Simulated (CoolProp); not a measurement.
Model: reference Helmholtz-energy equation of state, Smukala 2000, in CoolProp.

Question: For ethylene, give the phase and the cp (kJ/(kg K)), cv (kJ/(kg K)) at 281.4 K and 0.101 MPa; 321.5 K and 0.101 MPa; 341.6 K and 0.101 MPa.

Answer: 
- 281.4 K and 0.101 MPa: gas; cp 1.48, cv 1.18
- 321.5 K and 0.101 MPa: gas; cp 1.62, cv 1.31
- 341.6 K and 0.101 MPa: gas; cp 1.69, cv 1.38
